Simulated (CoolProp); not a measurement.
The fluid at 321.75 K and 0.165 MPa is throttled through a valve to 0.112 MPa with no heat exchange. The same conditions are run with several fluids, on thermodynamics alone (safety and materials aside).

The numbers come from the reference Helmholtz-energy equation of state of each fluid (n-heptane: Span 2003; water: Wagner 2002; R113: Marx 1992; dimethyl carbonate: Zhou 2011; toluene: Lemmon 2006) in CoolProp.

```tsv
fluid	final density (kg/m³)
n-heptane	659
water	989
R113	1510
dimethyl carbonate	1030
toluene	840
```
